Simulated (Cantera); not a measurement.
A Cantera script and what it prints.

```python
import numpy as np
import cantera as ct

gas_names = """
    Fe H H2 H2S N NH NH2 NH3 N2 N2H2 N2H4 S SH SN S2 S8
""".split()
cond_names = """
    Fe(a) Fe(c) Fe(d) Fe(L) FeS(a) FeS(b) FeS(c) FeS(L) FeS2(s) S(cr1) S(cr2) S(L)
""".split()


# ... load() reads the species with a 1 bar reference pressure and builds the phases ...
atoms = {
    'FeS': {'Fe': 1, 'S': 1},
    'H2': {'H': 2},
    'N2': {'N': 2},
}
top_T = {'FeS2(s)': 1010}  # K; cautious upper limits of use, not melting points


# ... equilibrate(T, P, feed) seeds the gas with the atoms and calls Mixture.equilibrate('TP', solver="vcs", rtol=1e-11, max_steps=5000) ...
results = []
feed = {'FeS': 1, 'H2': 450, 'N2': 4.8}  # mol
P = 500  # Pa
for T in [973, 1073, 1173, 1273, 1373, 1473, 1573, 1673, 1773]:
    mix = equilibrate(T, P, feed)
    results.append((T, P, feed, dict(zip(mix.species_names, mix.species_moles))))

top = {s: max(r[3][s] / sum(r[3][g] for g in gas_names) for r in results) for s in gas_names}
cols = sorted((s for s in top if top[s] > 1e-05), key=lambda s: -top[s])[:9]
seen = [c for c in cond_names if any(r[3].get(c, 0) > 1e-12 for r in results)]
print("log10 of partial pressures in bar; condensed amounts in mol")
print(f"{'T/K':>10s}" + "".join(f"{s[:9]:>10s}" for s in cols + seen))
for T, P, feed, n in results:
    ng = sum(n[g] for g in gas_names)
    print(f"{T:10.4g}" + "".join(f"{np.log10(max(n[s] / ng * P / 1e5, 1e-99)):10.3f}" for s in cols)
          + "".join(f"{n.get(c, 0):10.4g}" for c in seen))
```

Output:

```
log10 of partial pressures in bar; condensed amounts in mol
       T/K        H2        N2         H       H2S        Fe        SH        S2         S     Fe(a)     Fe(c)     Fe(d)    FeS(c)
       973    -2.306    -4.278   -10.119    -5.359   -14.420    -9.664   -10.633   -13.790    0.3976         0         0    0.6024
      1073    -2.306    -4.278    -9.007    -5.029   -12.382    -8.510    -9.071   -11.928    0.8519         0         0    0.1481
      1173    -2.307    -4.278    -8.082    -4.960   -10.707    -7.758    -8.185   -10.587         1         0         0         0
      1273    -2.307    -4.278    -7.300    -4.964    -9.303    -7.185    -7.559    -9.517         0         1         0         0
      1373    -2.307    -4.278    -6.631    -4.974    -8.108    -6.703    -7.040    -8.609         0    0.9993         0         0
      1473    -2.307    -4.278    -6.051    -5.000    -7.078    -6.303    -6.623    -7.840         0    0.9924         0         0
      1573    -2.307    -4.278    -5.544    -5.050    -6.182    -5.981    -6.314    -7.197         0    0.9402         0         0
      1673    -2.308    -4.278    -5.097    -5.132    -5.397    -5.735    -6.116    -6.666         0         0    0.6342         0
      1773    -2.309    -4.280    -4.701    -5.245    -4.961    -5.558    -6.021    -6.236         0         0         0         0
```

Equilibrium computed with Cantera from the NASA thermochemical tables; the gas is ideal and each condensed phase is pure. Mutual solubility and eutectic melting of coexisting phases are not modelled. FeS: taken at fixed stoichiometry. Gases not in the tables: S3 to S7.
